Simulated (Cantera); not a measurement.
**Equilibrium for boron, boron nitride and boron oxide: BF3 + NH3 + N2**

Charge: 1 mol BF3, 9 mol NH3, 0.2 mol N2, equilibrated at 1627 °C and 75.0 Torr.

Cantera equilibrium calculation (NASA polynomials, part measured and part estimated; ideal gas, pure solids and liquids). Candidate condensed phases: B, BN; 31 gas species. The tables' values for BF2 are old estimates; treat these amounts as uncertain. Kinetics and transport are ignored.

```yaml
x(H2): 0.677
x(N2): 0.241
x(HF): 0.0294
x(BF3): 0.0293
x(BF2): 0.0124
x(BF): 0.00446
x(BHF2): 0.00400
x(H): 0.00207
x(BH2): 5.51e-6
n(BN(s)): 0.0266 mol
gas_amount: 19.43 mol
log10 activity of B(s) (absent): -1.50
```
